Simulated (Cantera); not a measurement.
A closed system holds: 1 mol BN, 5.2 mol H₂O, at 0.133 bar.

Equilibrium computed with Cantera from the NASA thermochemical tables; the gas is ideal and each condensed phase is pure. Candidate condensed phases: B, BN, B₂O₃, B₃O₃H₃, H₂O; 39 gas species. Gases not in the tables: H₃BO₃. Kinetics and transport are ignored.

At 752 °C, list the 5 most abundant gas species with their mole fractions, and the condensed phases.

H₂O 0.644, H₂ 0.264, N₂ 0.0879, (HBO₂)₃ 0.00464, HBO₂ 9.60e-5. Condensed: B₂O₃(l).
